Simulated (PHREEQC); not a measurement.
## Acid mine or pickling water: an equilibrium model

A made-up water analysis in mmol/kgw, 25 °C, pH 3.82, pe 9.3:

| constituent | mmol/kgw |
|---|---|
| Na | 11.1 |
| K | 11.4 |
| Ca | 6.12 |
| Mg | 5.82 |
| Cl | 9.12 |
| S(6) | 18.3 |
| Cu(2) | 0.00655 |

Valence states are taken as typed.

Model: ion-association model, phreeqc.dat, run in PHREEQC.

This is a speciation only: nothing precipitates in the calculation.

Estimate the ionic strength, charge-balance error, specific conductance.

ionic strength 0.0579 mol/kgw; charge-balance error 1.3 %; specific conductance 4070 µS/cm.

In which forms is S present?

SO4-2 72 %, MgSO4 12 %, CaSO4 11 %, KSO4- 2.4 %, NaSO4- 1.7 %, HSO4- 0.6 % of the S.
